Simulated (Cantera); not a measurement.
# Thermodynamics of iron carbonyl, mercury and lead vapours, feed Fe(CO)₅ + CO + H₂

Input: 1 mol Fe(CO)₅, 0.036 mol CO, 98 mol H₂, at 1330 Pa.

These are equilibrium values from Cantera (NASA tables, ideal gas, pure condensed phases), not measurements of a reactor. Candidate condensed phases: C, C₆H₆, C₇H₈, C₈H₁₈, Fe, Fe(CO)₅, FeO, Fe(OH)₂, Fe(OH)₃, Fe₂O₃, Fe₃O₄, H₂O; 114 gas species. The numbers say what is thermodynamically allowed, not how fast it happens.

| T (K) | x H₂ | x CO | x CH₄ | x H₂O | x CO₂ | x H | x Fe | x C₂H₂ (acetylene) | n Fe(α) | n Fe(γ) |
|---|---|---|---|---|---|---|---|---|---|---|
| 850 | 0.946 | 0.0431 | 0.00569 | 0.00499 | 0.000694 | 1.73e-10 | <1e-12 | 5.30e-12 | 1.00 | 0 |
| 900 | 0.949 | 0.0464 | 0.00244 | 0.00219 | 0.000247 | 9.86e-10 | <1e-12 | 2.26e-11 | 1.00 | 0 |
| 950 | 0.950 | 0.0478 | 0.00111 | 0.00102 | 9.21e-5 | 4.70e-9 | <1e-12 | 7.97e-11 | 1.00 | 0 |
| 1000 | 0.951 | 0.0483 | 0.000547 | 0.000509 | 3.72e-5 | 1.92e-8 | 1.12e-12 | 2.45e-10 | 1.00 | 0 |
| 1050 | 0.951 | 0.0486 | 0.000286 | 0.000270 | 1.62e-5 | 6.85e-8 | 1.15e-11 | 6.76e-10 | 1.00 | 0 |
| 1100 | 0.951 | 0.0487 | 0.000159 | 0.000151 | 7.63e-6 | 2.18e-7 | 9.46e-11 | 1.70e-9 | 1.00 | 0 |
| 1150 | 0.951 | 0.0488 | 9.24e-5 | 8.86e-5 | 3.82e-6 | 6.30e-7 | 6.44e-10 | 3.94e-9 | 1.00 | 0 |
| 1200 | 0.951 | 0.0488 | 5.63e-5 | 5.43e-5 | 2.03e-6 | 1.67e-6 | 3.72e-9 | 8.54e-9 | 0 | 1.00 |
| 1250 | 0.951 | 0.0488 | 3.57e-5 | 3.46e-5 | 1.14e-6 | 4.08e-6 | 1.86e-8 | 1.74e-8 | 0 | 1.000 |
| 1300 | 0.951 | 0.0489 | 2.34e-5 | 2.28e-5 | 6.66e-7 | 9.34e-6 | 8.19e-8 | 3.35e-8 | 0 | 1.000 |
| 1350 | 0.951 | 0.0489 | 1.58e-5 | 1.56e-5 | 4.07e-7 | 2.01e-5 | 3.22e-7 | 6.12e-8 | 0 | 1.000 |
| 1400 | 0.951 | 0.0489 | 1.10e-5 | 1.09e-5 | 2.59e-7 | 4.11e-5 | 1.15e-6 | 1.06e-7 | 0 | 1.000 |
| 1450 | 0.951 | 0.0489 | 7.75e-6 | 7.94e-6 | 1.72e-7 | 7.99e-5 | 3.74e-6 | 1.76e-7 | 0 | 1.000 |
x: gas mole fraction; n: condensed amount in mol.

From 850 K to 1150 K the condensed part is Fe(α). From 1200 K to 1450 K the condensed part is Fe(γ).
